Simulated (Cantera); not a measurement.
A closed system holds: 1 mol SiH₄, 0.026 mol C₃H₈, 9.5 mol H₂, equilibrated at 0.100 bar.

These are equilibrium values from Cantera (NASA tables, ideal gas, pure condensed phases), not measurements of a reactor. Candidate condensed phases: C, C₆H₆, C₇H₈, C₈H₁₈, Si, SiC; 87 gas species. Mutual solubility and eutectic melting of coexisting phases are not modelled. Gases not in the tables: Si₂H₆ and higher silanes. The numbers say what is thermodynamically allowed, not how fast it happens.

Q: At 2000 K, list the 6 most abundant gas species with their mole fractions, and the condensed phases.

A: H₂ 0.994, H 0.00513, Si 0.000435, SiH₂ 0.000106, SiH 9.31e-5, Si₂C 1.19e-5. Condensed: Si(l) + SiC(s).
